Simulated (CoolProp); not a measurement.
A single-stage vapour-compression cycle with sulfur dioxide: evaporating at 265.15 K (dew point), condensing at 335.15 K (bubble point), superheat 5 K, subcooling 2 K, compressor efficiency 0.7, no pressure losses. Each further row changes one setting.

Model: reference Helmholtz-energy equation of state, Gao 2016, in CoolProp.

```csv
case,cooling COP,pressure ratio,discharge temperature (K),refrigerating effect (kJ/kg),volumetric capacity (kJ/m³)
as stated,2.03,10.5,494.2,296,960
evaporating temperature 270.15 K,2.27,8.45,478.0,298,1180
condensing temperature 330.15 K,2.23,9.19,479.7,303,984
subcooling 7 K,2.08,10.5,494.2,303,984
superheat 15 K,1.99,10.5,510.3,302,942
```
